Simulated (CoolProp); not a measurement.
A simple Rankine cycle with R236EA: condensing at 303.15 K, boiler at 1.46 MPa, turbine inlet 374.7 K, turbine efficiency 0.9, pump efficiency 0.7, no recuperator. Each further row changes one setting.

Computed with CoolProp (reference Helmholtz-energy equation of state, Rui 2013).

```
case                             thermal efficiency (%)  net work (kJ/kg)  heat in (kJ/kg)  turbine exit temperature (K)  volume ratio over the turbine
-------------------------------  ----------------------  ----------------  ---------------  ----------------------------  -----------------------------
as stated                                          12.5              25.1              201                             …                           6.70
turbine inlet 394.7 K                              12.3              27.8              225                         350.6                              …
condensing temperature 295.15 K                       …              29.2              211                         322.7                           8.80
boiler pressure 1.02 MPa                           10.4              21.7              209                         340.8                           4.33
turbine efficiency 0.8                             11.0              22.2              201                         331.5                              …
```

Q: Fill in the missing entries.

A: 
- as stated, turbine exit temperature (K): 328.3
- turbine inlet 394.7 K, volume ratio over the turbine: 6.35
- condensing temperature 295.15 K, thermal efficiency (%): 13.8
- turbine efficiency 0.8, volume ratio over the turbine: 6.78
